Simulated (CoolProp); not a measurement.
Values from CoolProp's reference Helmholtz-energy equation of state, Setzmann 1991.

Task: For methane, give the phase and the Z, cv (kJ/(kg K)), viscosity (µPa s), conductivity (mW/(m K)) at 297.7 K and 6.86 MPa.

Result: 
- 297.7 K and 6.86 MPa: supercritical; Z 0.890, cv 1.78, viscosity 12.6, conductivity 40.1

Viscosity comes from a separate model (Quiñones-Cisneros 2006). Thermal conductivity comes from a separate model (Friend 1989).
